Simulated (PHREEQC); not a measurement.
Dissolve 0.0026 mol/kgw Pb(NO3)2 and 0.3 mol/kgw Na2SO4 at 20 °C. It is in equilibrium with CO2 at log p = -3.5 (atm). Otherwise closed; pH follows from the charge balance.

The numbers come from PHREEQC with the ion-association model, phreeqc.dat.

This is a speciation only: nothing precipitates in the calculation.

Question: Order these Pb species by the share of Pb that they hold, largest first: PbSO4, Pb(SO4)2-2, PbNO3+, Pb+2.

Answer: PbSO4 (53 %), Pb(SO4)2-2 (37 %), Pb+2 (9.5 %), PbNO3+ (0.18 %)

Question: Order these S species by the share of S that they hold, largest first: NaSO4-, Pb(SO4)2-2, SO4-2, PbSO4.

Answer: SO4-2 (67 %), NaSO4- (32 %), Pb(SO4)2-2 (0.64 %), PbSO4 (0.46 %)

The pH is 5.85 and the ionic strength 0.708 mol/kgw. The solution is supersaturated, for example in Anglesite, so a real one may precipitate; this is no full list. Caution: at this ionic strength the ion-association model is outside its range; a Pitzer model would be the better tool where its parameters exist. Complexes and solids missing from the database can't appear.
